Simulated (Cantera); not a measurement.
Input (Python, Cantera):

```python
import numpy as np
import cantera as ct

gas = ct.Solution("gri30.yaml")
gas.TPX = 1373, 210000, {'CO': 1, 'H2': 0.98, 'O2': 0.45, 'N2': 2.25, 'CO2': 0.48}
reactor = ct.IdealGasReactor(gas, energy="on", clone=False)
net = ct.ReactorNet([reactor])
net.rtol, net.atol = 1e-08, 1e-16
show = ['CO', 'H2', 'O2', 'H2O2', 'NO']
times = np.geomspace(2e-06, 8, 14)

steps = ct.SolutionArray(gas, extra=["t"])
rows = []
print(f"{'t/s':>10s}{'T/K':>9s}{'P/Pa':>11s}" + "".join(f"{s:>11s}" for s in show))
for t in times:
    while net.time < t:
        t_next = net.step()
        steps.append(gas.state, t=t_next)
    rows.append([np.interp(t, steps.t, y) for y in (steps.T, steps.P, *steps(*show).X.T)])
    print(f"{t:10.3e}{rows[-1][0]:9.1f}{rows[-1][1]:11.4g}" + "".join(f"{x:11.3e}" for x in rows[-1][2:]))
rate = np.gradient(steps.T, steps.t)
print("integrator steps:", len(steps.t))
if steps.T.max() > steps.T[0] + 200:
    print(f"time of steepest temperature rise: {steps.t[rate.argmax()]:.4e} s")
gas.TPX = 1373, 210000, {'CO': 1, 'H2': 0.98, 'O2': 0.45, 'N2': 2.25, 'CO2': 0.48}
gas.equilibrate("UV")
print(f"equilibrium (UV): T = {gas.T:.1f} K  " + "  ".join(f"{s} {gas[s].X[0]:.3e}" for s in show))
```

Output:

```
       t/s      T/K       P/Pa         CO         H2         O2       H2O2         NO
 2.000e-06   1373.0    2.1e+05  1.938e-01  1.899e-01  8.721e-02  8.006e-10  5.223e-17
 6.440e-06   1373.0    2.1e+05  1.938e-01  1.899e-01  8.719e-02  2.705e-08  4.188e-14
 2.074e-05   2042.6  3.005e+05  1.878e-01  4.592e-02  1.137e-02  6.932e-07  2.079e-05
 6.677e-05   2609.7   3.69e+05  1.925e-01  3.947e-02  2.203e-03  1.600e-07  1.141e-04
 2.150e-04   2685.5  3.777e+05  1.917e-01  3.869e-02  9.120e-04  9.768e-08  2.601e-04
 6.923e-04   2684.3  3.775e+05  1.919e-01  3.879e-02  8.740e-04  9.496e-08  6.160e-04
 2.229e-03   2680.2   3.77e+05  1.921e-01  3.898e-02  8.361e-04  9.203e-08  1.259e-03
 7.178e-03   2678.6  3.768e+05  1.922e-01  3.906e-02  8.225e-04  9.097e-08  1.497e-03
 2.311e-02   2678.6  3.768e+05  1.922e-01  3.906e-02  8.224e-04  9.096e-08  1.500e-03
 7.442e-02   2678.6  3.768e+05  1.922e-01  3.906e-02  8.224e-04  9.096e-08  1.500e-03
 2.396e-01   2678.6  3.768e+05  1.922e-01  3.906e-02  8.224e-04  9.096e-08  1.500e-03
 7.716e-01   2678.6  3.768e+05  1.922e-01  3.906e-02  8.224e-04  9.096e-08  1.500e-03
 2.485e+00   2678.6  3.768e+05  1.922e-01  3.906e-02  8.224e-04  9.096e-08  1.500e-03
 8.000e+00   2678.6  3.768e+05  1.922e-01  3.906e-02  8.224e-04  9.096e-08  1.500e-03
integrator steps: 1327
time of steepest temperature rise: 1.6119e-05 s
equilibrium (UV): T = 2678.6 K  CO 1.922e-01  H2 3.906e-02  O2 8.224e-04  H2O2 9.096e-08  NO 1.500e-03
```

Cantera simulation using GRI-Mech 3.0 (53 species, 325 reactions); the numbers are that mechanism's predictions, not measurements. The hydrogen kinetics of GRI-Mech 3.0 are dated; newer H2 mechanisms differ, most at raised pressure.
